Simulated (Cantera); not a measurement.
An adiabatic, constant-volume homogeneous reactor starts with CH₄ : O₂ : N₂ = 1 : 1.82 : 6.84 (molar parts), at 1400 K and 100000 Pa. Integrator tolerance rtol = 1e-08.

Computed with Cantera and GRI-Mech 3.0 (53 species, 325 reactions).

Problem. What does this change do: 0.015 parts C2H6 added?

Solution. 
| quantity | before | after |
|---|---|---|
| time of steepest temperature rise | 3.43 ms | 2.22 ms |
| temperature at 3.00 s | 2897 K | 2902 K |
| equilibrium temperature | 2897 K | 2902 K |
| x(CH₄) at 3.00 s | <1e-12 (gas-phase equilibrium <1e-12) | <1e-12 (gas-phase equilibrium <1e-12) |
| x(O₂) at 3.00 s | 0.0136 (gas-phase equilibrium 0.0136) | 0.0120 (gas-phase equilibrium 0.0120) |
| x(H) at 3.00 s | 0.0128 (gas-phase equilibrium 0.0128) | 0.0135 (gas-phase equilibrium 0.0135) |
| x(C₂H) at 3.00 s | <1e-12 (gas-phase equilibrium <1e-12) | <1e-12 (gas-phase equilibrium <1e-12) |
| x(C₂H₄) at 3.00 s | <1e-12 (gas-phase equilibrium <1e-12) | <1e-12 (gas-phase equilibrium <1e-12) |
| x(CH₂O) at 3.00 s | 1.34e-9 (gas-phase equilibrium 1.34e-9) | 1.55e-9 (gas-phase equilibrium 1.55e-9) |
| x(H₂O) at 3.00 s | 0.150 (gas-phase equilibrium 0.150) | 0.151 (gas-phase equilibrium 0.151) |
